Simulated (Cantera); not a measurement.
**Adiabatic ignition**

An adiabatic, constant-pressure homogeneous reactor starts with CO : H2 : O2 : N2 : CO2 = 1 : 0.47 : 1.79 : 9.86 : 3.7 (molar parts), equivalence ratio 0.41, at 975 K and 435 Torr.

Detailed kinetics in Cantera: GRI-Mech 3.0 (53 species, 325 reactions).

```csv
t (s),T (K),x CO,x H2,x O2,x NO,x H,x H2O2,x N2O
1.00e-6,975,0.0595,0.0279,0.106,<1e-12,<1e-12,<1e-12,<1e-12
3.35e-6,975,0.0595,0.0279,0.106,<1e-12,2.42e-12,<1e-12,<1e-12
1.12e-5,975,0.0595,0.0279,0.106,<1e-12,1.16e-11,<1e-12,<1e-12
3.76e-5,975,0.0595,0.0279,0.106,<1e-12,6.72e-11,<1e-12,<1e-12
0.000126,975,0.0595,0.0279,0.106,<1e-12,4.48e-10,<1e-12,<1e-12
0.000422,975,0.0595,0.0279,0.106,<1e-12,1.31e-8,3.27e-11,<1e-12
0.00141,1012,0.0577,0.0225,0.103,3.76e-9,0.000943,2.15e-6,1.43e-9
0.00474,1533,0.00539,0.000156,0.0676,2.08e-6,0.000147,1.36e-7,3.85e-7
0.0159,1572,0.000728,2.11e-5,0.0658,2.48e-6,6.94e-6,2.79e-8,4.94e-7
0.0532,1578,9.71e-5,2.94e-6,0.0656,2.61e-6,3.63e-7,5.53e-9,2.04e-7
0.178,1579,2.54e-5,8.55e-7,0.0656,2.64e-6,5.82e-8,1.97e-9,4.05e-8
0.597,1579,2.27e-5,7.76e-7,0.0656,2.69e-6,5.05e-8,1.83e-9,3.50e-8
2.00,1579,2.27e-5,7.76e-7,0.0656,2.83e-6,5.05e-8,1.83e-9,3.50e-8
```
x: mole fraction; the columns are a selection and need not sum to one.

* **time of steepest temperature rise**: 1.56 ms
* **temperature at 2.00 s**: 1579 K
* **equilibrium temperature**: 1577 K
* **x(CO) at 2.00 s**: 2.27e-5 (gas-phase equilibrium 2.22e-5)
* **x(H2) at 2.00 s**: 7.76e-7 (gas-phase equilibrium 7.62e-7)
* **x(O2) at 2.00 s**: 0.0656 (gas-phase equilibrium 0.0651)
